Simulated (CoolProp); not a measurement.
Model: reference Helmholtz-energy equation of state, Schroeder 2014, in CoolProp.

### Question
For ethanol, give the phase and the conductivity (mW/(m K)) at 401.8 K and 0.0565 MPa; 232.3 K and 2.22 MPa.

### Answer
- 401.8 K and 0.0565 MPa: gas; conductivity 26.1
- 232.3 K and 2.22 MPa: liquid; conductivity 182

Thermal conductivity comes from a separate model (Assael 2013).
